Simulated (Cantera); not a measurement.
A perfectly stirred reactor is fed with NH₃ : N₂ = 1 : 28 (molar parts), at 760 Torr; it is held at 1875 K, and followed from long to short residence time.

Cantera simulation using the gas-phase N/H chemistry of the illustrative SiF4/NH3 mechanism in the Surface Chemkin manual (1991); the numbers are that mechanism's predictions, not measurements. Walls and surfaces, which speed up NH3 decomposition in real reactors, are not modelled.

```json
[
 {"quantity": "x(NH₃) at τ = 10.0 s", "before": "0.00101", "after": "6.38e-5"},
 {"quantity": "x(N₂H₄) at τ = 10.0 s", "before": "4.85e-11", "after": "1.25e-12"},
 {"quantity": "x(N₂H₂) at τ = 10.0 s", "before": "1.11e-9", "after": "1.62e-10"},
 {"quantity": "x(H₂) at τ = 10.0 s", "before": "0.0485", "after": "0.0496"},
 {"quantity": "x(N₂) at τ = 10.0 s", "before": "0.950", "after": "0.950"},
 {"quantity": "x(NH₃) at τ = 17.0 ms", "before": "0.0311", "after": "0.0163"},
 {"quantity": "x(N₂H₄) at τ = 17.0 ms", "before": "1.25e-8", "after": "4.29e-9"},
 {"quantity": "x(N₂H₂) at τ = 17.0 ms", "before": "9.32e-8", "after": "1.15e-7"},
 {"quantity": "x(H₂) at τ = 17.0 ms", "before": "0.00487", "after": "0.0262"},
 {"quantity": "x(N₂) at τ = 17.0 ms", "before": "0.964", "after": "0.957"}
]
```

### Question
What was changed between the two runs?
A. pressure from 760 Torr to 14.3 Torr
B. temperature 1875 to 2098 K
C. NH3 1 to 0.4 parts
D. pressure from 760 Torr to 278 Torr

### Answer
B, temperature 1875 to 2098 K
